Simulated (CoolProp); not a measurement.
Vapour-liquid equilibrium of R134a (1) + R123 (2) at 44.85 °C; x and y are mole fractions of (1).

Computed with CoolProp (multi-fluid Helmholtz-energy mixture model, Tillner-Roth 1994 and Younglove 1994; pair parameters Bell 2016).

```csv
x,"bubble pressure, mixture model (MPa)","bubble pressure, Raoult's law (MPa)","y, mixture model","y, Raoult's law"
0.05,0.2386,0.2296,0.264,0.252
0.125,0.3239,0.3026,0.484,0.477
0.2,0.4065,0.3757,0.611,0.615
0.275,0.4858,0.4488,0.694,0.708
0.35,0.5615,0.5219,0.753,0.775
0.425,0.6337,0.5950,0.798,0.825
0.5,0.7028,0.6681,0.833,0.865
0.575,0.7696,0.7412,0.863,0.896
0.65,0.8349,0.8143,0.889,0.922
0.725,0.8999,0.8874,0.913,0.944
0.8,0.9657,0.9605,0.936,0.962
0.875,1.034,1.034,0.959,0.978
0.95,1.105,1.107,0.983,0.992
```

The largest gap from Raoult's law is +8.2 % in bubble pressure, at x = 0.275. No azeotrope shows between x = 0.05 and 0.95.

The pair parameters rest on a limited set of measurements; away from them the model extrapolates.
